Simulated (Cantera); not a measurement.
A Cantera script and what it prints.

```python
import numpy as np
import cantera as ct

gas_names = """
    CL CL2 H HCL H2 Si SiCL SiCL2 SiCL3 SiCL4 SiH SiHCL3 SiH2 SiH2CL2 SiH3 SiH3CL SiH4 Si2 Si3
""".split()
cond_names = """
    Si(cr) Si(L)
""".split()


# ... load() reads the species with a 1 bar reference pressure and builds the phases ...
atoms = {
    'SiH2Cl2': {'Si': 1, 'H': 2, 'CL': 2},
    'HCl': {'H': 1, 'CL': 1},
    'H2': {'H': 2},
}
top_T = {}  # K; cautious upper limits of use, not melting points


# ... equilibrate(T, P, feed) seeds the gas with the atoms and calls Mixture.equilibrate('TP', solver="vcs", rtol=1e-11, max_steps=5000) ...
results = []
feed = {'SiH2Cl2': 1, 'HCl': 0.027, 'H2': 9.3}  # mol
P = 133.322  # Pa
for T in [800, 875, 950, 1025, 1100, 1175, 1250, 1325, 1400, 1475]:
    mix = equilibrate(T, P, feed)
    results.append((T, P, feed, dict(zip(mix.species_names, mix.species_moles))))

top = {s: max(r[3][s] / sum(r[3][g] for g in gas_names) for r in results) for s in gas_names}
cols = sorted((s for s in top if top[s] > 0.0001), key=lambda s: -top[s])[:7]
seen = [c for c in cond_names if any(r[3].get(c, 0) > 1e-12 for r in results)]
print("log10 of partial pressures in bar; condensed amounts in mol")
print(f"{'T/K':>10s}" + "".join(f"{s[:9]:>10s}" for s in cols + seen))
for T, P, feed, n in results:
    ng = sum(n[g] for g in gas_names)
    print(f"{T:10.4g}" + "".join(f"{np.log10(max(n[s] / ng * P / 1e5, 1e-99)):10.3f}" for s in cols)
          + "".join(f"{n.get(c, 0):10.4g}" for c in seen))
```

It prints:

```
log10 of partial pressures in bar; condensed amounts in mol
       T/K        H2       HCL     SiCL4     SiCL2    SiHCL3     SiCL3         H    Si(cr)
       800    -2.899    -5.109    -4.265    -7.308    -5.099    -6.809   -12.987     0.492
       875    -2.902    -4.718    -4.290    -6.430    -5.133    -6.241   -11.750    0.5141
       950    -2.907    -4.402    -4.347    -5.712    -5.191    -5.791   -10.708    0.5495
      1025    -2.916    -4.153    -4.470    -5.139    -5.299    -5.464    -9.819    0.5904
      1100    -2.927    -3.978    -4.726    -4.721    -5.506    -5.295    -9.051    0.6157
      1175    -2.936    -3.886    -5.190    -4.478    -5.867    -5.329    -8.380     0.614
      1250    -2.940    -3.858    -5.815    -4.376    -6.346    -5.523    -7.786    0.6011
      1325    -2.941    -3.856    -6.465    -4.334    -6.841    -5.767    -7.257     0.588
      1400    -2.941    -3.861    -7.072    -4.312    -7.302    -6.006    -6.784     0.576
      1475    -2.941    -3.868    -7.625    -4.297    -7.722    -6.227    -6.357    0.5652
```

Equilibrium computed with Cantera from the NASA thermochemical tables; the gas is ideal and each condensed phase is pure. The tables' values for SiCl3, SiCl are old estimates; treat these amounts as uncertain.
